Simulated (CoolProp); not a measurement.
A closed Brayton cycle with carbon dioxide: compressor inlet 317.15 K and 8.3 MPa, high pressure 22.4 MPa, turbine inlet 950 K, compressor efficiency 0.8, turbine efficiency 0.93, recuperator effectiveness 0.9 (on enthalpy, no pinch check). Each further row changes one setting.

The numbers come from the reference Helmholtz-energy equation of state, Span 1996 in CoolProp.

```csv
case,thermal efficiency (%),net work (kJ/kg),compressor to turbine work,compressor exit (K),turbine exit (K)
as stated,37.7,110,0.30,393.0,816.2
turbine inlet 900 K,36.4,101,0.32,393.0,770.9
compressor inlet 327.15 K,36.7,101,0.35,413.4,816.2
high pressure 19 MPa,35.9,95.1,0.28,380.0,837.7
recuperator effectiveness 0.5,22.5,110,0.30,393.0,816.2
```
